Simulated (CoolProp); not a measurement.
Carbonyl sulfide along the isobar 8200 kPa: density (kg/m³) from the reference equation and from simpler models built on Tc = 105.6 °C, pc = 6369 kPa, ω = 0.098; each cubic takes its own stable root.

Computed with CoolProp (reference Helmholtz-energy equation of state, Lemmon 2006). It is a short technical equation, of lower accuracy than the large ones.

```
T (°C)           phase  reference
-------  -------------  ---------
-107.75         liquid       1299
-78.65          liquid       1243
-49.55          liquid       1185
-20.45          liquid       1124
8.75            liquid       1057
37.85           liquid      981.5
66.95           liquid      889.4
96.05           liquid      759.5
125.15   supercritical      379.0
154.25   supercritical      220.5
183.35   supercritical      177.8
```

**Question.** How far does each simpler model (van der Waals, Redlich-Kwong, Soave-Redlich-Kwong) lie from the reference over these 11 states: mean and median of the absolute difference, and the worst?

**Answer.** 
- van der Waals: mean 25.6 %, median 33.4 %, worst -35.8 % at -107.75 °C and 8200 kPa
- Redlich-Kwong: mean 5.7 %, median 5.1 %, worst -13.7 % at 96.05 °C and 8200 kPa
- Soave-Redlich-Kwong: mean 6.1 %, median 5.4 %, worst -13.1 % at 96.05 °C and 8200 kPa
